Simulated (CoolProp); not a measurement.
A single-stage vapour-compression cycle with chlorine: evaporating at 202.15 K (dew point), condensing at 229.15 K (bubble point), superheat 5 K, subcooling 2 K, compressor efficiency 0.7, no pressure losses. Each further row changes one setting.

Values from CoolProp's reference Helmholtz-energy equation of state, Thol 2021.

| case | cooling COP | pressure ratio | discharge temperature (K) | refrigerating effect (kJ/kg) | volumetric capacity (kJ/m³) |
|---|---|---|---|---|---|
| as stated | 4.50 | 4.53 | 342.4 | 286 | 166 |
| evaporating temperature 207.15 K | 5.83 | 3.31 | ? | ? | ? |
| condensing temperature 224.15 K | ? | ? | ? | 290 | 169 |
| subcooling 7 K | 4.57 | 4.53 | 342.4 | 290 | 169 |
| superheat 15 K | 4.36 | 4.53 | 357.8 | 290 | ? |
| compressor efficiency 0.6 | ? | 4.53 | 363.9 | 286 | 166 |

Q: What belongs in the gaps?

A: 
- evaporating temperature 207.15 K, discharge temperature (K): 317.9
- evaporating temperature 207.15 K, refrigerating effect (kJ/kg): 288
- evaporating temperature 207.15 K, volumetric capacity (kJ/m³): 224
- condensing temperature 224.15 K, cooling COP: 5.65
- condensing temperature 224.15 K, pressure ratio: 3.53
- condensing temperature 224.15 K, discharge temperature (K): 317.3
- superheat 15 K, volumetric capacity (kJ/m³): 161
- compressor efficiency 0.6, cooling COP: 3.85
